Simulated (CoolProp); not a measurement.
Vapour-liquid equilibrium of isobutane (1) + n-butane (2) at 202.2 K; x and y are mole fractions of (1).

Values from CoolProp's multi-fluid Helmholtz-energy mixture model, Bücker 2006 and Bücker 2006; pair parameters Kunz 2012.

```
x     bubble pressure, mixture model (MPa)  bubble pressure, Raoult's law (MPa)  y, mixture model  y, Raoult's law
----  ------------------------------------  -----------------------------------  ----------------  ---------------
0.05                              0.002409                             0.002404             0.094            0.093
0.15                              0.002632                             0.002621             0.258            0.256
0.25                              0.002852                             0.002838             0.395            0.393
0.35                              0.003070                             0.003055             0.512            0.512
0.45                              0.003286                             0.003272             0.613            0.614
0.55                              0.003501                             0.003489             0.703            0.704
0.65                              0.003716                             0.003706             0.782            0.783
0.75                              0.003930                             0.003923             0.852            0.854
0.85                              0.004145                             0.004140             0.916            0.917
0.95                              0.004359                             0.004357             0.973            0.974
```

The largest gap from Raoult's law is +0.5 % in bubble pressure, at x = 0.25. No azeotrope shows between x = 0.05 and 0.95.

Pair parameters are fitted to limited data, so mixtures are less certain than the pure fluids.
